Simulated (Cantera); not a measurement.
A perfectly stirred reactor is fed with C2H4 : H2 = 1 : 8.1 (molar parts), at 0.987 atm; it is held at 1473 K, and followed from long to short residence time.

Model: GRI-Mech 3.0 (53 species, 325 reactions), integrated in Cantera. GRI-Mech 3.0 was tuned for natural gas; its chemistry of ethylene as a main component is partial and can be far from experiment. GRI-Mech 3.0 stops at C3 and has no aromatics, soot or wall deposition, so with more carbon than oxygen in the feed, carbon stays in small species such as C2H2 where larger ones or solid carbon would form.

Problem. What does this change do: temperature 1473 to 1575 K?

Solution. 
```csv
quantity,before,after
x(C2H4) at τ = 2.10 s,0.0138,0.00780
x(H2) at τ = 2.10 s,0.835,0.860
x(CH2) at τ = 2.10 s,5.28e-10,2.73e-9
x(C2H) at τ = 2.10 s,1.19e-9,8.85e-9
x(H) at τ = 2.10 s,1.45e-5,4.01e-5
x(C2H4) at τ = 15.0 ms,0.0431,0.0210
x(H2) at τ = 15.0 ms,0.888,0.894
x(CH2) at τ = 15.0 ms,7.79e-10,1.51e-9
x(C2H) at τ = 15.0 ms,4.19e-9,1.75e-8
x(H) at τ = 15.0 ms,4.32e-5,6.98e-5
```
